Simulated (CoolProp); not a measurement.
R124 along the isotherm 470 K: fugacity coefficient from the reference equation and from simpler models built on Tc = 395.4 K, pc = 3624 kPa, ω = 0.288; each cubic takes its own stable root.

Values from CoolProp's reference Helmholtz-energy equation of state, de Vries 1995.

| p (kPa) | phase | reference | van der Waals | Redlich-Kwong | Soave-Redlich-Kwong |
|---|---|---|---|---|---|
| 2590 | gas | 0.8709 | 0.8642 | 0.8601 | 0.8763 |
| 5180 | supercritical | 0.7539 | 0.7313 | 0.7328 | 0.7656 |
| 7770 | supercritical | 0.6521 | 0.6133 | 0.6249 | 0.6726 |
| 10400 | supercritical | 0.5737 | 0.5388 | 0.5483 | 0.6033 |
| 12900 | supercritical | 0.5227 | 0.4976 | 0.5010 | 0.5584 |
| 15500 | supercritical | 0.4869 | 0.4724 | 0.4685 | 0.5272 |
| 18100 | supercritical | 0.4628 | 0.4584 | 0.4470 | 0.5065 |
| 20700 | supercritical | 0.4466 | 0.4522 | 0.4328 | 0.4933 |
| 23300 | supercritical | 0.4361 | 0.4515 | 0.4240 | 0.4854 |
| 25900 | supercritical | 0.4299 | 0.4552 | 0.4191 | 0.4817 |
| 28500 | supercritical | 0.4270 | 0.4625 | 0.4172 | 0.4813 |
| 31100 | supercritical | 0.4268 | 0.4730 | 0.4179 | 0.4835 |
| 33700 | supercritical | 0.4289 | 0.4862 | 0.4206 | 0.4880 |
| 36200 | supercritical | 0.4327 | 0.5013 | 0.4250 | 0.4942 |
